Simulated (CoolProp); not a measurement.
A Linde-Hampson liquefier for CF4 (R14): isothermal reversible compression at 250 K from 1 atm to 25 MPa, throttling to 1 atm, return gas leaving the recuperator 0 K below the feed. Each further row changes one setting.

Computed with CoolProp (reference Helmholtz-energy equation of state, Platzer 1990). This equation is an older, rougher fit; its heat capacities, sound speeds and derivatives of the liquid may be far off and weren't checked against measurements.

```csv
case,liquid yield per pass,compression work (kJ/kg of gas)
as stated,0.437,104
high pressure 50 MPa,…,…
warm-end temperature 280 K,…,…
warm-end gap 5 K,…,104
```

Task: Complete the blanks.

Result: 
- high pressure 50 MPa, liquid yield per pass: 0.414
- high pressure 50 MPa, compression work (kJ/kg of gas): 124
- warm-end temperature 280 K, liquid yield per pass: 0.341
- warm-end temperature 280 K, compression work (kJ/kg of gas): 126
- warm-end gap 5 K, liquid yield per pass: 0.428
